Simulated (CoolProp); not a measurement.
Saturation properties of the fluoroketone C6F12O (FK-5-1-12).

Values from CoolProp's reference Helmholtz-energy equation of state, McLinden 2015.

| T (°C) | p (kPa) | liquid cp (kJ/(kg K)) | vapour Z |
|---|---|---|---|
| -12.05 | 6.373 | 1.089 | 0.9914 |
| -0.45 | 12.17 | 1.091 | 0.9861 |
| 11.15 | 21.75 | 1.095 | 0.9786 |
| 22.65 | 36.56 | 1.101 | 0.9688 |
| 34.25 | 58.78 | 1.109 | 0.9562 |
| 45.85 | 90.54 | 1.119 | 0.9404 |
| 57.45 | 134.4 | 1.131 | 0.9213 |
| 68.95 | 192.6 | 1.145 | 0.8986 |
| 80.55 | 269.2 | 1.162 | 0.8717 |
| 92.15 | 367.1 | 1.182 | 0.8402 |
| 103.75 | 490.0 | 1.207 | 0.8035 |

It boils at 49.1 °C under 1 atm.
